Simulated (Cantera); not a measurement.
A closed system holds: 1 mol Al, 0.85 mol H2O, 800 mol H2, at 0.000680 bar.

Equilibrium computed with Cantera from the NASA thermochemical tables; the gas is ideal and each condensed phase is pure. Candidate condensed phases: Al, Al2O3, H2O; 19 gas species. The tables' values for AlOH are old estimates; treat these amounts as uncertain. Rates play no part.

x: gas mole fraction; n: condensed amount in mol.

| T (°C) | x H2 | x H | x Al | x H2O | x Al2O | x AlOH | x OH | n Al2O3(s) |
|---|---|---|---|---|---|---|---|---|
| 1350 | 0.997 | 0.00265 | 0.000439 | 1.99e-6 | 7.01e-5 | 1.41e-6 | 2.21e-10 | 0.264 |
| 1400 | 0.995 | … | 0.000447 | … | 6.62e-5 | 2.45e-6 | … | 0.263 |
| 1450 | 0.992 | 0.00697 | 0.000458 | 1.76e-5 | 6.32e-5 | 4.15e-6 | 6.77e-9 | 0.261 |
| 1500 | 0.989 | 0.0108 | 0.000478 | 4.69e-5 | 6.20e-5 | 6.84e-6 | 3.19e-8 | 0.252 |
| 1550 | 0.983 | 0.0165 | 0.000518 | 0.000115 | 6.42e-5 | 1.11e-5 | 1.34e-7 | 0.232 |
| 1600 | 0.975 | 0.0244 | 0.000597 | 0.000256 | 7.22e-5 | 1.79e-5 | 4.97e-7 | 0.189 |
| 1650 | 0.963 | … | … | … | … | 2.88e-5 | … | … |
| 1700 | 0.948 | 0.0504 | 0.000949 | 0.000876 | 0.000107 | 4.16e-5 | 4.42e-6 | 0 |
| 1750 | 0.928 | 0.0701 | 0.00104 | 0.000918 | 5.99e-5 | 3.24e-5 | 7.23e-6 | 0 |
| 1800 | 0.902 | 0.0958 | 0.00109 | 0.000937 | 3.13e-5 | 2.40e-5 | 1.13e-5 | 0 |
| 1850 | 0.870 | 0.128 | 0.00111 | 0.000935 | 1.57e-5 | 1.72e-5 | 1.71e-5 | 0 |

What belongs in the gaps?


- 1650, x H: 0.0355
- 1650, x Al: 0.000739
- 1650, x H2O: 0.000515
- 1650, x Al2O: 8.99e-5
- 1650, x OH: 1.63e-6
- 1650, n Al2O3(s): 0.110
- 1400, x H: 0.00436
- 1400, x H2O: 6.13e-6
- 1400, x OH: 1.29e-9
